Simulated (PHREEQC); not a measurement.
Consider water at 82 °C with 0.17 mol HF, 0.044 mol NaF, 0.0059 mol (NH4)2SiF6 and 0.00087 mol H2SO4 per kg of water. Closed to the air; pH follows from the charge balance.

Equilibrium calculation in PHREEQC: ion-association model, phreeqc.dat.

| quantity | before | after |
|---|---|---|
| pH | 2.79 | 2.08 |
| ionic strength (mol/kgw) | 0.0637 | 0.0275 |
| F- (mol/kgw) | 0.0267 | 0.00500 |
| HF2- (mol/kgw) | 0.0173 | 0.00337 |
| NH3 (mol/kgw) | 8.89e-8 | 1.91e-8 |

What was changed between the two runs?
(A) H2SO4 left out
(B) (NH4)2SiF6 replaced by NH4HCO3 at the same molality
(C) NaF from 0.044 to 0.088 mol/kgw
(D) NaF left out

D, NaF left out

Precipitation was switched off in this run. At this temperature some constants are extrapolated from 25 °C, and those without enthalpy data are left unchanged. SiF6-2 is the database's only silicon fluoride.
